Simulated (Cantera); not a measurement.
Feed: 1 mol SiH4, 17 mol H2, 0.038 mol C2H4, at 1525 K and 0.00130 bar.

Method: chemical equilibrium by Gibbs-energy minimisation in Cantera with the NASA 1993 tables (ideal gas, pure condensed phases). Candidate condensed phases: C, C6H6, C7H8, C8H18, Si, SiC; 87 gas species. Mutual solubility and eutectic melting of coexisting phases are not modelled. Rates play no part.

Base state: H2 0.999, H 0.000656, Si 1.45e-5 (mole fractions); condensed: Si(s) + SiC(s).

Q: What changes in the equilibrium state with this change: temperature from 1525 K to 1600 K?

A: 
| species | before | after |
|---|---|---|
| H2 | 0.999 | 0.998 |
| H | 0.000656 | 0.00151 |
| Si | 1.45e-5 | 7.50e-5 |
| Si(s), mol | 0.924 | 0.922 |
| SiC(s), mol | 0.0760 | 0.0760 |
